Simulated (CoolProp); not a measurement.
Dimethyl carbonate at 321.08 K and 0.00524 MPa is throttled through a valve to 0.00182 MPa with no heat exchange. Each further row changes one setting.

Computed with CoolProp (reference Helmholtz-energy equation of state, Zhou 2011).

| case | temperature change (K) | final density (kg/m³) |
|---|---|---|
| as stated | -0.1 | 0.0615 |
| outlet pressure 0.000546 MPa | [?] | [?] |
| outlet pressure 0.00237 MPa | -0.1 | [?] |

Problem. What belongs in the gaps?

Solution. 
- outlet pressure 0.000546 MPa, temperature change (K): -0.2
- outlet pressure 0.000546 MPa, final density (kg/m³): 0.0184
- outlet pressure 0.00237 MPa, final density (kg/m³): 0.0801
